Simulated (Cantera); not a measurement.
**Stirred combustor or abatement burner**

A perfectly stirred reactor is fed with CO : H2 : O2 : N2 = 1 : 0.037 : 0.774 : 6.58 (molar parts), equivalence ratio 0.67, at 3300 Torr; it is adiabatic with a 475 K inlet, and is followed from long to short residence time, starting on the burning branch (τ in s: 0.067, 0.021, 0.0066, 0.0021, 0.00065, 0.0002, 6.4e-05, 2e-05, 6.3e-06).

Model: GRI-Mech 3.0 (53 species, 325 reactions), integrated in Cantera. The hydrogen kinetics of GRI-Mech 3.0 are dated; newer H2 mechanisms differ, most at raised pressure.

```
τ (s)    T (K)     x CO     x H2    x O2   x CO2    x H2O      x H   x H2O2
-------  -----  -------  -------  ------  ------  -------  -------  -------
0.067     1515  0.00187  1.16e-5  0.0333   0.125  0.00462  6.30e-6  5.01e-8
0.021     1497  0.00418  2.47e-5  0.0343   0.123  0.00458  1.77e-5  9.59e-8
0.0066    1452  0.00986  5.29e-5  0.0370   0.117  0.00451  4.39e-5  1.97e-7
0.0021     475    0.119  0.00441  0.0922  <1e-12   <1e-12   <1e-12   <1e-12
0.00065    475    0.119  0.00441  0.0922  <1e-12   <1e-12   <1e-12   <1e-12
0.00020    475    0.119  0.00441  0.0922  <1e-12   <1e-12   <1e-12   <1e-12
6.4e-5     475    0.119  0.00441  0.0922  <1e-12   <1e-12   <1e-12   <1e-12
2.0e-5     475    0.119  0.00441  0.0922  <1e-12   <1e-12   <1e-12   <1e-12
6.3e-6     475    0.119  0.00441  0.0922  <1e-12   <1e-12   <1e-12   <1e-12
```
x: mole fraction; the columns are a selection and need not sum to one.
